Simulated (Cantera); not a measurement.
**NO annealing gas**

An isothermal, constant-pressure homogeneous reactor starts with 38.5 % NO, 61.5 % N₂, at 1600 K and 49.5 Torr.

Computed with Cantera and GRI-Mech 3.0 (53 species, 325 reactions).

| t (s) | x NO | x N₂O | x N₂ | x O | x O₂ | x NO₂ |
|---|---|---|---|---|---|---|
| 0.000200 | 0.385 | 6.01e-8 | 0.615 | 5.84e-8 | 2.04e-11 | 1.80e-9 |
| 0.00103 | 0.385 | 3.09e-7 | 0.615 | 2.67e-7 | 5.07e-10 | 4.38e-8 |
| 0.00532 | 0.385 | 1.58e-6 | 0.615 | 8.27e-7 | 1.17e-8 | 7.92e-7 |
| 0.0274 | 0.385 | 7.62e-6 | 0.615 | 1.45e-6 | 3.31e-7 | 6.96e-6 |
| 0.141 | 0.385 | 2.89e-5 | 0.615 | 2.87e-6 | 1.28e-5 | 2.95e-5 |
| 0.729 | 0.384 | 5.02e-5 | 0.616 | 3.64e-6 | 0.000179 | 4.07e-5 |
| 3.76 | 0.382 | 5.03e-5 | 0.617 | 4.08e-6 | 0.00111 | 4.73e-5 |
| 19.4 | 0.373 | 4.74e-5 | 0.621 | 5.75e-6 | 0.00586 | 7.13e-5 |
| 100 | 0.329 | 3.60e-5 | 0.643 | 1.03e-5 | 0.0278 | 0.000123 |
x: mole fraction; the columns are a selection and need not sum to one.

Equilibrium at this temperature and pressure: NO 0.00188, N₂O 2.91e-8, N₂ 0.807, O 2.48e-5, O₂ 0.191, NO₂ 1.85e-6 (gas phase only).
